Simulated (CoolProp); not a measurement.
Vapour-liquid equilibrium of cyclohexane (1) + o-xylene (2) at 22.05 °C; x and y are mole fractions of (1).

Values from CoolProp's multi-fluid Helmholtz-energy mixture model, Zhou 2014 and Zhou 2012; pair parameters Bell 2016.

Problem. Give the bubble pressure and the first vapour's composition at x = 0.2, 0.35, 0.5. Is there an azeotrope?

Solution. x = 0.2: 0.003918 MPa, y = 0.843; x = 0.35: 0.005719 MPa, y = 0.909; x = 0.5: 0.007164 MPa, y = 0.940. No azeotrope shows between x = 0.05 and 0.95.

Pair parameters are fitted to limited data, so mixtures are less certain than the pure fluids.
